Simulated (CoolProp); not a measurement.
A single-stage vapour-compression cycle with sulfur dioxide: evaporating at 317.15 K (dew point), condensing at 368.15 K (bubble point), superheat 8 K, subcooling 2 K, compressor efficiency 0.75, no pressure losses. Each further row changes one setting.

Model: reference Helmholtz-energy equation of state, Gao 2016, in CoolProp.

```
case                              cooling COP  pressure ratio  discharge temperature (K)  refrigerating effect (kJ/kg)  volumetric capacity (kJ/m³)
--------------------------------  -----------  --------------  -------------------------  ----------------------------  ---------------------------
as stated                                3.71            3.53                      444.2                           268                         4970
evaporating temperature 322.15 K         4.25            3.06                      435.7                           270                         5740
condensing temperature 363.15 K          4.22            3.17                      433.1                           276                         5120
subcooling 7 K                           3.82            3.53                      444.2                           276                         5120
superheat 18 K                           3.66            3.53                      457.4                           276                         4900
compressor efficiency 0.65               3.22            3.53                      457.6                           268                         4970
```
